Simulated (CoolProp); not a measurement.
Computed with CoolProp (reference Helmholtz-energy equation of state, Lemmon 2006). It is a short technical equation, of lower accuracy than the large ones.

Question: For nitrous oxide, give the phase and the Z, cv (kJ/(kg K)), speed of sound (m/s), Joule-Thomson coefficient (K/MPa) at 256 K and 5.85 MPa; 256 K and 6.69 MPa; 256 K and 10 MPa.

Answer: 
- 256 K and 5.85 MPa: liquid; Z 0.121, cv 0.910, speed of sound 717, Joule-Thomson coefficient 0.0193
- 256 K and 6.69 MPa: liquid; Z 0.137, cv 0.910, speed of sound 725, Joule-Thomson coefficient 0.00752
- 256 K and 10 MPa: liquid; Z 0.203, cv 0.910, speed of sound 755, Joule-Thomson coefficient -0.0330
